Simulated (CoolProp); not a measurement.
Saturation properties of the fluoroketone C6F12O (FK-5-1-12).

Model: reference Helmholtz-energy equation of state, McLinden 2015, in CoolProp.

| T (K) | p (bar) | liquid density (kg/m³) | vapour density (kg/m³) | enthalpy of vaporisation (kJ/kg) | liquid cp (kJ/(kg K)) |
|---|---|---|---|---|---|
| 313.9 | 0.7524 | 1554 | 9.614 | 90.39 | 1.114 |
| 322.5 | 1.024 | 1526 | 12.91 | 87.86 | 1.122 |
| 331.1 | 1.366 | 1497 | 17.04 | 85.24 | 1.131 |
| 339.7 | 1.791 | 1468 | 22.18 | 82.50 | 1.142 |
| 348.3 | 2.311 | 1437 | 28.51 | 79.64 | 1.153 |
| 356.9 | 2.939 | 1405 | 36.26 | 76.62 | 1.167 |
| 365.5 | 3.690 | 1371 | 45.71 | 73.42 | 1.182 |
| 374.1 | 4.578 | 1335 | 57.23 | 69.99 | 1.201 |
| 382.7 | 5.620 | 1296 | 71.29 | 66.28 | 1.223 |
| 391.3 | 6.832 | 1255 | 88.56 | 62.24 | 1.250 |
| 399.9 | 8.233 | 1210 | 110.0 | 57.76 | 1.285 |

It boils at 322.2 K under 1 atm.
